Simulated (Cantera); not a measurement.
Feed: 1 mol Al, 2.4 mol I2, 1.9 mol N2, equilibrated at 673 K and 10.0 mbar.

These are equilibrium values from Cantera (NASA tables, ideal gas, pure condensed phases), not measurements of a reactor. Candidate condensed phases: Al, AlI3, AlN, I2; 10 gas species. The numbers say what is thermodynamically allowed, not how fast it happens.

Base state: N2 0.500, AlI3 0.260, I2 0.235, I 0.00306, Al2I6 0.00168 (mole fractions); condensed: gas only.

Task: What changes in the equilibrium state with this change: temperature from 673 K to 1373 K?

Result: 
```
species       before    after
-----------  -------  -------
I            0.00306    0.610
N2             0.500    0.297
AlI3           0.260   0.0818
I2             0.235  0.00776
AlI            <1e-9  0.00337
Al2I6        0.00168  3.85e-8
AlN(s), mol        0    0.532
```
